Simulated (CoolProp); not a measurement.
Vapour-liquid equilibrium of R152A (1) + R227EA (2) at 335.2 K; x and y are mole fractions of (1).

The numbers come from the multi-fluid Helmholtz-energy mixture model, Outcalt 1996 and Lemmon 2016; pair parameters Bell 2016 in CoolProp.

```csv
x,"bubble pressure, mixture model (MPa)","bubble pressure, Raoult's law (MPa)","y, mixture model","y, Raoult's law"
0.05,1.244,1.252,0.055,0.063
0.2,[?],1.303,[?],0.242
0.35,1.337,1.354,[?],0.407
0.5,[?],1.405,0.549,0.560
0.65,1.460,1.456,0.692,0.703
0.8,1.516,1.507,0.826,0.836
0.95,[?],1.558,[?],0.960
```

**Question.** What belongs in the gaps?

**Answer.** 
- 0.2, bubble pressure, mixture model (MPa): 1.283
- 0.2, y, mixture model: 0.225
- 0.35, y, mixture model: 0.393
- 0.5, bubble pressure, mixture model (MPa): 1.399
- 0.95, bubble pressure, mixture model (MPa): 1.562
- 0.95, y, mixture model: 0.956

The largest gap from Raoult's law is -1.5 % in bubble pressure, at x = 0.2. No azeotrope shows between x = 0.05 and 0.95.

Pair parameters are fitted to limited data, so mixtures are less certain than the pure fluids. The gap from Raoult's law changes sign with composition, which may be real or a fault of the pair parameters; it wasn't checked against measurements.
